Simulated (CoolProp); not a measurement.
Toluene along the isotherm 512 K: density (kg/m³) from the reference equation and from simpler models built on Tc = 591.7 K, pc = 4.126 MPa, ω = 0.266; each cubic takes its own stable root.

Values from CoolProp's reference Helmholtz-energy equation of state, Lemmon 2006. It is a short technical equation, of lower accuracy than the large ones.

```
p (MPa)   phase  reference  van der Waals  Redlich-Kwong  Soave-Redlich-Kwong  Peng-Robinson
-------  ------  ---------  -------------  -------------  -------------------  -------------
1.47     liquid      619.4          38.67          40.80                528.1          599.3
2.95     liquid      627.9          373.8          515.4                541.8          613.5
4.42     liquid      635.2          389.5          530.2                553.4          625.5
5.89     liquid      641.8          401.2          542.7                563.5          636.1
7.37     liquid      647.8          410.8          553.5                572.5          645.5
8.84     liquid      653.2          418.7          563.1                580.6          654.0
10.3     liquid      658.2          425.6          571.6                587.9          661.7
11.8     liquid      663.1          431.8          579.5                594.8          669.0
13.3     liquid      667.6          437.3          586.8                601.2          675.7
14.7     liquid      671.6          442.0          593.1                606.7          681.6
16.2     liquid      675.6          446.6          599.4                612.3          687.5
17.7     liquid      679.5          450.9          605.2                617.5          693.0
19.2     liquid      683.2          454.8          610.7                622.5          698.2
20.6     liquid      686.4          458.2          615.6                626.9          702.9
```

At some of these states van der Waals, Redlich-Kwong gives the other phase, because its saturation line lies elsewhere.
